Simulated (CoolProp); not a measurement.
A single-stage vapour-compression cycle with the fluid: evaporating at 282.15 K (dew point), condensing at 325.15 K (bubble point), superheat 10 K, subcooling 8 K, compressor efficiency 0.75, no pressure losses. The same conditions are run with several fluids, on thermodynamics alone (safety and materials aside).

Values from CoolProp's reference Helmholtz-energy equation of state of each fluid (R227EA: Lemmon 2016; tetrahydrofuran: Fiedler 2023; R236FA: Pan 2012; R134a: Tillner-Roth 1994; chlorine: Thol 2021; R152A: Outcalt 1996).

```
fluid            cooling COP  pressure ratio  discharge temperature (K)  refrigerating effect (kJ/kg)  volumetric capacity (kJ/m³)
---------------  -----------  --------------  -------------------------  ----------------------------  ---------------------------
R227EA                  4.00            3.57                      329.3                           [?]                         1790
tetrahydrofuran         4.56            6.17                      368.0                           406                          [?]
R236FA                  4.23            4.00                      333.4                           119                          [?]
R134a                    [?]             [?]                      346.5                           151                         2800
chlorine                4.19            3.09                        [?]                           230                          [?]
R152A                    [?]            3.43                      357.0                           246                         2640
```

Q: Fill in the missing entries.

A: 
- R227EA, refrigerating effect (kJ/kg): 86.9
- tetrahydrofuran, volumetric capacity (kJ/m³): 124
- R236FA, volumetric capacity (kJ/m³): 1210
- R134a, cooling COP: 4.16
- R134a, pressure ratio: 3.46
- chlorine, discharge temperature (K): 410.6
- chlorine, volumetric capacity (kJ/m³): 3540
- R152A, cooling COP: 4.25
